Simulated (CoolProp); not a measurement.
Vapour-liquid equilibrium of propane (1) + toluene (2) at 343.2 K; x and y are mole fractions of (1).

The numbers come from the multi-fluid Helmholtz-energy mixture model, Lemmon 2009 and Lemmon 2006; pair parameters Bell 2016 in CoolProp.

| x | bubble pressure (MPa) | y at the bubble point | dew pressure at overall composition x (MPa) | liquid density (mol/L) |
|---|---|---|---|---|
| 0.05 | 0.2017 | 0.863 | 0.02869 | 8.996 |
| 0.2 | 0.6896 | 0.959 | 0.03411 | 9.296 |
| 0.35 | 1.102 | 0.974 | 0.04202 | 9.577 |
| 0.5 | 1.437 | 0.980 | 0.05468 | 9.817 |
| 0.65 | 1.723 | 0.985 | 0.07823 | 9.974 |
| 0.8 | 2.012 | 0.989 | 0.1374 | 9.960 |
| 0.95 | 2.400 | 0.996 | 0.5632 | 9.530 |

No azeotrope shows between x = 0.05 and 0.95.

The pair parameters rest on a limited set of measurements; away from them the model extrapolates. The gap from Raoult's law changes sign with composition, which may be real or a fault of the pair parameters; it wasn't checked against measurements.
